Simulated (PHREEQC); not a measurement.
**Sulfide liquor: an equilibrium model**

Dissolve 0.026 mmol/kgw NH4HS, 0.62 mmol/kgw NaHCO3 and 1 mmol/kgw FeCl2 at 54 °C. Closed to the air; pH follows from the charge balance.

The numbers come from PHREEQC with the ion-association model, wateq4f.dat.

No solid was allowed to form.

**Question.** Predict the pH.

**Answer.** pH 7.30.

**Question.** In which forms is C present?

**Answer.** HCO3- 84 %, CO2 7.7 %, FeHCO3+ 5.9 %, FeCO3 1.8 % of the C.

The solution is supersaturated, for example in Siderite, so a real one may precipitate; this is no full list. Away from 25 °C the constants follow the database's enthalpies or fits; those with neither stay at their 25 °C values. The polysulfide entries of wateq4f.dat were taken out for this run.
